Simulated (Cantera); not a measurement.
A diamond (100) surface in a fixed gas of H2 with x(CH4) = 0.009, x(H) = 0.0012, x(CH3) = 0.0019, 23.3 Torr; coverages are run to steady state.

Detailed kinetics in Cantera: the Harris–Goodwin 1993 mechanism for the reconstructed diamond (100) surface.

θ: site fractions in the mechanism's names (c6HH fully hydrogenated, c6H* and c6*H radical sites, c6** diradical, c6HM methylated).

| T (K) | growth (µm/h) | θ c6HH | θ c6H* | θ c6*H | θ c6** | θ c6HM |
|---|---|---|---|---|---|---|
| 950 | … | 0.303 | 0.00641 | 0.152 | 0.00213 | 0.411 |
| 1025 | … | 0.355 | 0.0122 | 0.233 | 0.00469 | 0.281 |
| 1100 | … | 0.431 | 0.0224 | 0.355 | 0.00975 | 0.117 |
| 1175 | … | 0.450 | 0.0330 | 0.444 | 0.0158 | 0.0289 |
| 1250 | 4.57 | 0.430 | 0.0415 | 0.484 | 0.0214 | 0.00615 |
| 1325 | 4.33 | 0.408 | 0.0489 | 0.501 | 0.0272 | 0.00133 |
| 1400 | … | 0.394 | 0.0557 | 0.510 | 0.0335 | 0.000299 |

**Question.** Some entries are withheld; supply them.

**Answer.** 
- 950, growth (µm/h): 9.39
- 1025, growth (µm/h): 12.6
- 1100, growth (µm/h): 10.0
- 1175, growth (µm/h): 5.77
- 1400, growth (µm/h): 2.76
